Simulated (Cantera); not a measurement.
A jet of 1.26 % CH₄, 15.8 % O₂, 83.0 % N₂, equivalence ratio 0.16 at 300 K and 0.160 bar hits a platinum plate 5.5 cm away at a mass flux of 0.023 kg/m²/s; the plate temperature is set and raised in steps from an oxygen-covered start.

Computed with Cantera and Deutschmann's 1995 Pt surface mechanism with GRI-Mech 3.0 gas chemistry. Catalytic surfaces can have several steady states; this one follows from the mechanism file's or the stated starting coverage.

x: mole fraction at the wall; θ: surface coverage.

| plate T (K) | wall x CH₄ | wall x O₂ | wall x H₂O | wall x OH | wall x CO | wall x CO₂ | θ free Pt | θ O* | θ OH* |
|---|---|---|---|---|---|---|---|---|---|
| 850 | [?] | 0.150 | 0.00627 | <1e-8 | 2.21e-6 | 0.00409 | 0.106 | 0.893 | 0.000813 |
| 900 | [?] | 0.145 | 0.0110 | 1.91e-8 | 2.27e-6 | 0.00719 | 0.159 | 0.840 | 0.00102 |
| 950 | [?] | 0.140 | 0.0149 | 5.94e-8 | 2.12e-6 | 0.00978 | 0.218 | 0.781 | 0.00109 |
| 1000 | [?] | 0.137 | 0.0176 | 1.58e-7 | 1.93e-6 | 0.0115 | 0.281 | 0.718 | 0.00107 |
| 1050 | [?] | 0.136 | 0.0192 | 3.75e-7 | 1.79e-6 | 0.0126 | 0.344 | 0.655 | 0.00100 |
| 1100 | [?] | 0.134 | 0.0203 | 8.48e-7 | 2.37e-6 | 0.0132 | 0.408 | 0.591 | 0.000917 |
| 1150 | [?] | 0.133 | 0.0211 | 1.70e-6 | 2.89e-6 | 0.0137 | 0.470 | 0.529 | 0.000825 |
| 1200 | [?] | 0.133 | 0.0218 | 3.17e-6 | 3.54e-6 | 0.0141 | 0.529 | 0.470 | 0.000736 |

Problem. Complete the blanks.

Solution. 
- 850, wall x CH₄: 0.00925
- 900, wall x CH₄: 0.00671
- 950, wall x CH₄: 0.00457
- 1000, wall x CH₄: 0.00312
- 1050, wall x CH₄: 0.00220
- 1100, wall x CH₄: 0.00150
- 1150, wall x CH₄: 0.00104
- 1200, wall x CH₄: 0.000700
